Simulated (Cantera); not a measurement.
An adiabatic, constant-pressure homogeneous reactor starts with 1.88 % C₃H₈, 19.9 % O₂, 75.2 % N₂, 3.01 % CO₂, equivalence ratio 0.47, at 1600 K and 1.30 bar.

Computed with Cantera and GRI-Mech 3.0 (53 species, 325 reactions). GRI-Mech 3.0 was tuned for natural gas; its chemistry of propane as a main component is partial and can be far from experiment.

One state of this run: T (K) = 2434; x C₃H₈ = <1e-12; x O₂ = 0.0961; x CH₄ = <1e-12; x NO = 0.0133; x C₂H₂ = <1e-12; x CO₂ = 0.0785. x: mole fraction; the columns are a selection and need not sum to one.

Which value of t (s) does it belong to?
A) 7.00e-6
B) 0.495
C) 0.000114
D) 2.83e-5

B, 0.495
